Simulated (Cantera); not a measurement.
A freely propagating, adiabatic, planar premixed flame of 7.46 % CH₄, 15.7 % O₂, 76.8 % N₂, equivalence ratio 0.95, unburnt at 450 K and 1.00 bar; mixture-averaged transport, grid criteria slope 0.08 and curve 0.16, no radiation.

Model: GRI-Mech 3.0 (53 species, 325 reactions), integrated in Cantera. Burning velocities carry a grid error of a few per cent, more on coarse grids.

**Question.** Predict: laminar burning velocity; thermal thickness; peak x(CH₃); peak x(CO).

**Answer.** laminar burning velocity: 42.8 cm/s
thermal thickness: 0.567 mm
peak x(CH₃): 0.00123
peak x(CO): 0.0330
